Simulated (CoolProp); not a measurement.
Computed with CoolProp (reference Helmholtz-energy equation of state, Lemmon 2013).

**Question.** Give the vapour pressure (MPa), vapour Z, surface tension (mN/m), liquid viscosity (µPa s) of saturated propylene at -63.25, -53.15, -48.05 °C.

**Answer.** 
| T (°C) | p (MPa) | vapour Z | surface tension (mN/m) | liquid viscosity (µPa s) |
|---|---|---|---|---|
| -63.25 | 0.0469 | 0.979 | 19.0 | 235 |
| -53.15 | 0.0782 | 0.970 | 17.6 | 208 |
| -48.05 | 0.0994 | 0.964 | 16.8 | 197 |

Viscosity comes from a separate model (Huber 2003), an estimate that may be off by 10 % or more. Surface tension comes from a separate correlation (Mulero 2012).
